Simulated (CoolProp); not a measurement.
R1132(E) at several states: density (kg/m³) from the reference equation and from simpler models built on Tc = 75.7 °C, pc = 5.174 MPa, ω = 0.245; each cubic takes its own stable root.

The numbers come from the reference Helmholtz-energy equation of state, Akasaka 2024 in CoolProp.

```json
[
 {"T (°C)": "125.35", "p (MPa)": "0.0372", "phase": "gas", "reference": "0.7201"},
 {"T (°C)": "13.65", "p (MPa)": "6.5", "phase": "liquid", "reference": "983.0"},
 {"T (°C)": "61.45", "p (MPa)": "0.0148", "phase": "gas", "reference": "0.3410"},
 {"T (°C)": "104.15", "p (MPa)": "3.66", "phase": "gas", "reference": "95.00"},
 {"T (°C)": "104.35", "p (MPa)": "0.0685", "phase": "gas", "reference": "1.402"}
]
```

Q: How far does each simpler model (van der Waals, Redlich-Kwong, Soave-Redlich-Kwong, Peng-Robinson) lie from the reference over these 5 states: mean and median of the absolute difference, and the worst?

A: 
- van der Waals: mean 7.7 %, median 0.0 %, worst -37.6 % at 13.65 °C and 6.5 MPa
- Redlich-Kwong: mean 2.9 %, median 0.1 %, worst -13.9 % at 13.65 °C and 6.5 MPa
- Soave-Redlich-Kwong: mean 2.3 %, median 0.0 %, worst -10.6 % at 13.65 °C and 6.5 MPa
- Peng-Robinson: mean 0.6 %, median 0.1 %, worst +2.0 % at 104.15 °C and 3.66 MPa
